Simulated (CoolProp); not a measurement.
Ammonia at 351.36 K and 6.65 MPa flows at 3.7 m/s in a round tube of 4.6 mm bore and 1.5 µm roughness, fully developed (64/Re and Nu = 3.66 if laminar; Colebrook and Gnielinski if turbulent). Each further row changes one setting.

Computed with CoolProp (reference Helmholtz-energy equation of state, Gao 2020).

```tsv
case	Reynolds number	Darcy friction factor	pressure drop (Pa/m)	heat-transfer coefficient (W/(m² K))	mass flow (kg/h)
as stated	___	0.0194	___	___	___
velocity 7.4 m/s	215000	0.0177	54400	42000	228
diameter 9.2 mm	215000	0.0167	6400	19800	457
```

Problem. Some entries are withheld; supply them.

Solution. 
- as stated, Reynolds number: 107000
- as stated, pressure drop (Pa/m): 14900
- as stated, heat-transfer coefficient (W/(m² K)): 22700
- as stated, mass flow (kg/h): 114

Viscosity comes from a separate model (Fenghour 1995). Thermal conductivity comes from a separate model (Tufeu 1984).
